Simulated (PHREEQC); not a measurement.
A made-up water analysis in mg/kgw, 25 °C, pH 4.11, pe 9:

```json
[
 {"constituent": "Na", "mg/kgw": "1830"},
 {"constituent": "K", "mg/kgw": "143"},
 {"constituent": "Ca", "mg/kgw": "2.12"},
 {"constituent": "Mg", "mg/kgw": "26.6"},
 {"constituent": "Cl", "mg/kgw": "944"},
 {"constituent": "S(6) as SO4", "mg/kgw": "2970"},
 {"constituent": "Cu(2)", "mg/kgw": "160"},
 {"constituent": "Zn", "mg/kgw": "11.2"},
 {"constituent": "N(5) as NO3", "mg/kgw": "1.69"},
 {"constituent": "Fe(3)", "mg/kgw": "14.3"},
 {"constituent": "Mn(2)", "mg/kgw": "0.931"}
]
```

Valence states are taken as typed.

The numbers come from PHREEQC with the ion-association model, phreeqc.dat.

| quantity | before | after |
|---|---|---|
| SO4-2 (mol/kgw) | 0.0254 | 0.0472 |
| NaSO4- (mol/kgw) | 0.00348 | 0.0101 |
| Cu+2 (mol/kgw) | 0.00145 | 0.00267 |
| SI of Fe(OH)3(a) (Fe(OH)3) | +0.91 | +1.11 |
| SI of Gypsum (CaSO4:2H2O) | -2.36 | -2.01 |

Task: What was changed between the two runs?
(A) Mg from 26.6 to 79.8 mg/kgw
(B) N(5) from 1.69 to 0.845 mg/kgw
(C) all concentrations times 2 at the same typed pH

Result: C, all concentrations times 2 at the same typed pH

No solid was allowed to form. Some of these states are supersaturated (in Jarosite-K, Fe(OH)3(a), for instance).
